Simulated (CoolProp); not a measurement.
Vapour-liquid equilibrium of propylene (1) + 1-butene (2) at 0.00658 MPa; x and y are mole fractions of (1).

Computed with CoolProp (multi-fluid Helmholtz-energy mixture model, Lemmon 2013 and Lemmon 2005; pair parameters Bell 2016).

| x | bubble temperature (K) | y at the bubble point | dew temperature at overall composition x (K) | liquid density (mol/L) |
|---|---|---|---|---|
| 0.05 | 207.9 | 0.322 | 212.2 | 12.41 |
| 0.125 | 202.2 | 0.584 | 211.1 | 12.70 |
| 0.2 | 198.0 | 0.725 | 210.0 | 12.98 |
| 0.275 | 194.6 | 0.809 | 208.7 | 13.24 |
| 0.35 | 191.9 | 0.863 | 207.4 | 13.49 |
| 0.425 | 189.6 | 0.899 | 205.9 | 13.75 |
| 0.5 | 187.7 | 0.926 | 204.3 | 14.00 |
| 0.575 | 186.0 | 0.946 | 202.5 | 14.26 |
| 0.65 | 184.6 | 0.961 | 200.4 | 14.52 |
| 0.725 | 183.2 | 0.973 | 198.0 | 14.78 |
| 0.8 | 182.0 | 0.982 | 195.0 | 15.05 |
| 0.875 | 180.9 | 0.990 | 191.2 | 15.33 |
| 0.95 | 179.9 | 0.996 | 185.6 | 15.60 |

No azeotrope shows between x = 0.05 and 0.95.

The pair parameters rest on a limited set of measurements; away from them the model extrapolates.
